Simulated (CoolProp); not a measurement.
Properties of CH3F (R41) along the isotherm 323.4 K (Tc = 317.3 K, pc = 5.906 MPa, ω = 0.200).

Computed with CoolProp (reference Helmholtz-energy equation of state, Lemmon 2006). It is a short technical equation, of lower accuracy than the large ones.

```csv
p (MPa),phase,density (kg/m³),cv (kJ/(kg K)),fugacity coefficient
0.0467,gas,0.5928,0.9018,0.9971
0.0885,gas,1.126,?,0.9945
0.168,gas,2.149,0.9076,0.9895
0.318,gas,4.107,0.9150,0.9802
0.603,gas,?,0.9294,0.9626
1.14,gas,15.58,?,?
2.17,gas,?,1.019,0.8687
4.11,gas,74.84,1.168,?
7.79,supercritical,457.5,1.330,0.5414
14.8,supercritical,580.2,1.222,0.3365
```

### Question
Complete the blanks.

### Answer

- 0.0885, cv (kJ/(kg K)): 0.9038
- 0.603, density (kg/m³): 7.937
- 1.14, cv (kJ/(kg K)): 0.9580
- 1.14, fugacity coefficient: 0.9299
- 2.17, density (kg/m³): 32.17
- 4.11, fugacity coefficient: 0.7577
